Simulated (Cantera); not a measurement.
A perfectly stirred reactor is fed with C₃H₈ : O₂ : N₂ : H₂O = 1 : 3.85 : 22.7 : 5.6 (molar parts), at 2.57 atm; it is adiabatic with a 425 K inlet, and is followed from long to short residence time, starting on the burning branch (τ in s: 0.083, 0.03, 0.011, 0.004, 0.0014, 0.00053, 0.00019, 6.9e-05, 2.5e-05).

Computed with Cantera and GRI-Mech 3.0 (53 species, 325 reactions). GRI-Mech 3.0 was tuned for natural gas; its chemistry of propane as a main component is partial and can be far from experiment.

Task: What does this change do: O2 3.85 to 5.7 parts?

Result: 
```csv
quantity,before,after
"blow-out, bracketed by the residence times tried","burning at 11.0 ms, out at 4.00 ms","burning at 0.190 ms, out at 69.0 µs"
x(C₃H₈) at τ = 83.0 ms,1.16e-5,3.58e-7
x(O₂) at τ = 83.0 ms,0.00166,0.0196
x(H₂O) at τ = 83.0 ms,0.243,0.265
x(H₂) at τ = 83.0 ms,0.0239,0.000403
x(CH₂) at τ = 83.0 ms,1.13e-7,4.75e-8
x(C₃H₈) at τ = 1.40 ms,0.0302,1.00e-5
x(O₂) at τ = 1.40 ms,0.116,0.0231
x(H₂O) at τ = 1.40 ms,0.169,0.260
x(H₂) at τ = 1.40 ms,<1e-12,0.00305
x(CH₂) at τ = 1.40 ms,<1e-12,1.53e-6
```
